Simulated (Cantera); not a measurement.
**Hydrocarbon pyrolysis for carbon deposition**

An isothermal, constant-pressure homogeneous reactor starts with C₃H₈ : H₂ = 1 : 2.4 (molar parts), at 1475 K and 15.0 Torr.

Computed with Cantera and GRI-Mech 3.0 (53 species, 325 reactions). GRI-Mech 3.0 was tuned for natural gas; its chemistry of propane as a main component is partial and can be far from experiment. GRI-Mech 3.0 stops at C3 and has no aromatics, soot or wall deposition, so with more carbon than oxygen in the feed, carbon stays in small species such as C2H2 where larger ones or solid carbon would form. Radical loss at walls, strong at low pressure, is not modelled.

```
t (s)       x C₃H₈   x H₂    x CH₄    x C₂H₂     x CH₃    x CH₂
--------  --------  -----  -------  --------  --------  -------
0.000200     0.235  0.676   0.0258  0.000153    0.0181  5.78e-6
0.000537     0.109  0.616    0.105   0.00356    0.0211  7.18e-6
0.00144     0.0106  0.575    0.185    0.0257   0.00821  2.80e-6
0.00386   0.000327  0.583    0.194    0.0560   0.00204  4.61e-7
0.0104     5.06e-6  0.593    0.190    0.0789  0.000720  8.47e-8
0.0278     5.34e-8  0.603    0.186     0.100  0.000314  1.92e-8
0.0746     1.15e-8  0.614    0.181     0.124  0.000174  6.42e-9
0.200      6.26e-9  0.628    0.174     0.155  0.000162  5.71e-9
0.537      4.27e-9  0.642    0.166     0.184  0.000195  8.43e-9
1.44       3.80e-9  0.649    0.158     0.191  0.000201  9.33e-9
3.86       2.97e-9  0.661    0.142     0.196  0.000185  8.89e-9
10.4       1.66e-9  0.686    0.108     0.205  0.000152  7.92e-9
27.8      4.99e-10  0.721   0.0608     0.217   9.98e-5  6.15e-9
74.6      8.04e-11  0.748   0.0234     0.227   4.62e-5  3.53e-9
200       2.18e-11  0.758  0.00945     0.231   2.00e-5  1.68e-9
```
x: mole fraction; the columns are a selection and need not sum to one.

Equilibrium at this temperature and pressure: C₃H₈ 1.56e-11, H₂ 0.760, CH₄ 0.00710, C₂H₂ 0.231, CH₃ 1.52e-5, CH₂ 1.29e-9 (gas phase only).
